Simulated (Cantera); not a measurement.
## (CH3)2SiCl2 + H2 (silicon carbide growth)

Feed: 1 mol (CH3)2SiCl2, 5.6 mol H2, equilibrated at 1.00 bar.

These are equilibrium values from Cantera (NASA tables, ideal gas, pure condensed phases), not measurements of a reactor. Candidate condensed phases: C, C6H6, C7H8, C8H18, Si, SiC; 109 gas species. The feed counts by its element totals alone. The tables' values for SiCl, SiCl3 are old estimates; treat these amounts as uncertain. Gases not in the tables: Si2H6 and higher silanes. Equilibrium is a limit: real reactors are often held back by kinetics, nucleation or transport.

| T (K) | x H2 | x HCl | x H | x SiCl2 | x C2H2 (acetylene) | x Cl | n C(graphite) | n SiC(s) |
|---|---|---|---|---|---|---|---|---|
| 2048 | 0.796 | 0.193 | 0.00200 | 0.00691 | 0.000835 | 0.000359 | 1.05 | 0.930 |
| 2098 | 0.796 | 0.191 | 0.00275 | 0.00764 | 0.00114 | 0.000486 | 1.05 | 0.923 |
| 2148 | 0.796 | 0.190 | 0.00372 | 0.00839 | 0.00152 | 0.000648 | 1.05 | 0.916 |
| 2198 | 0.795 | 0.188 | 0.00496 | 0.00915 | 0.00201 | 0.000854 | 1.05 | 0.908 |
| 2248 | 0.793 | 0.186 | 0.00654 | 0.00991 | 0.00263 | 0.00111 | 1.05 | 0.899 |
| 2298 | 0.791 | 0.184 | 0.00852 | 0.0107 | 0.00339 | 0.00142 | 1.04 | 0.890 |
| 2348 | 0.789 | 0.181 | 0.0110 | 0.0114 | 0.00431 | 0.00181 | 1.03 | 0.880 |
| 2398 | 0.786 | 0.179 | 0.0140 | 0.0122 | 0.00543 | 0.00227 | 1.02 | 0.868 |
| 2448 | 0.782 | 0.176 | 0.0176 | 0.0129 | 0.00676 | 0.00282 | 1.01 | 0.854 |
| 2498 | 0.776 | 0.173 | 0.0220 | 0.0136 | 0.00833 | 0.00346 | 0.991 | 0.835 |
| 2548 | 0.769 | 0.170 | 0.0271 | 0.0142 | 0.0101 | 0.00422 | 0.972 | 0.811 |
| 2598 | 0.761 | 0.166 | 0.0332 | 0.0148 | 0.0122 | 0.00509 | 0.950 | 0.778 |
x: gas mole fraction; n: condensed amount in mol.

From 2048 K to 2598 K the condensed part is C(graphite) + SiC(s). The main Si-bearing gas is SiCl2 throughout. The share of Si in condensed phases is highest at 2048 K (93.0 %) and lowest at 2598 K (77.8 %).
